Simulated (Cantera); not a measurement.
# Dilute partial oxidation

An isothermal, constant-pressure homogeneous reactor starts with 0.115 % CH3OH, 0.318 % O2, 99.6 % N2, equivalence ratio 0.54, at 1125 K and 1.40 bar.

Cantera simulation using GRI-Mech 3.0 (53 species, 325 reactions); the numbers are that mechanism's predictions, not measurements. GRI-Mech 3.0 was tuned for natural gas; its chemistry of methanol as a main component is partial and can be far from experiment.

```tsv
t (s)	x CH3OH	x O2	x NO2	x CH2CO	x N2O	x C2H2	x CO
9.00e-5	0.00115	0.00318	<1e-12	<1e-12	<1e-12	<1e-12	9.83e-11
0.000506	0.00115	0.00318	<1e-12	<1e-12	<1e-12	<1e-12	5.68e-10
0.00285	0.00115	0.00318	<1e-12	<1e-12	<1e-12	<1e-12	3.22e-9
0.0160	0.00115	0.00318	<1e-12	<1e-12	6.90e-12	<1e-12	1.87e-8
0.0900	0.00113	0.00317	<1e-12	<1e-12	3.33e-10	<1e-12	8.64e-7
0.506	<1e-12	0.00147	1.59e-9	<1e-12	3.56e-7	<1e-12	2.73e-5
2.85	<1e-12	0.00146	1.31e-9	<1e-12	3.30e-7	<1e-12	2.86e-7
16.0	<1e-12	0.00146	2.75e-10	<1e-12	1.11e-7	<1e-12	6.32e-10
90.0	<1e-12	0.00146	9.99e-11	<1e-12	1.47e-9	<1e-12	7.84e-11
```
x: mole fraction; the columns are a selection and need not sum to one.

Equilibrium at this temperature and pressure: CH3OH <1e-12, O2 0.00145, NO2 2.43e-8, CH2CO <1e-12, N2O 9.78e-10, C2H2 <1e-12, CO 6.79e-11 (gas phase only).
